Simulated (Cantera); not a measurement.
A closed system holds: 1 mol SiF4, 3.7 mol NH3, 1.3 mol N2, held at 825 °C and 0.133 bar.

Method: chemical equilibrium by Gibbs-energy minimisation in Cantera with the NASA 1993 tables (ideal gas, pure condensed phases). Candidate condensed phases: Si, Si3N4; 37 gas species. The tables' values for SiF3 are old estimates; treat these amounts as uncertain. Equilibrium is a limit: real reactors are often held back by kinetics, nucleation or transport.

Base state: H2 0.571, N2 0.325, SiF4 0.102, HF 0.00115, SiHF3 0.000471, SiF3 3.73e-5, NH3 1.05e-5 (mole fractions); condensed: Si3N4(s).

Question: What changes in the equilibrium state with this change: SiF4 replaced by trisilylamine?

Answer: 
```csv
species,before,after
H2,0.571,0.859
N2,0.325,0.141
NH3,1.05e-5,1.28e-5
SiF4,0.102,0
HF,0.00115,0
SiHF3,0.000471,0
SiF3,3.73e-5,0
"Si3N4(s), mol",0.000520,1.00
```
The feed counts by its element totals alone.

Question: What changes in the equilibrium state with this change: SiF4 replaced by SiHCl3?

Answer: 
```csv
species,before,after
H2,0.571,0.468
HCl,0,0.272
N2,0.325,0.253
SiF4,0.102,0
SiCl4,0,0.00675
HF,0.00115,0
SiHF3,0.000471,0
SiHCl3,0,0.000169
SiF3,3.73e-5,0
"Si3N4(s), mol",0.000520,0.310
```
The tables' values for SiCl3 are old estimates; treat these amounts as uncertain. Further candidate phases: NH4Cl.
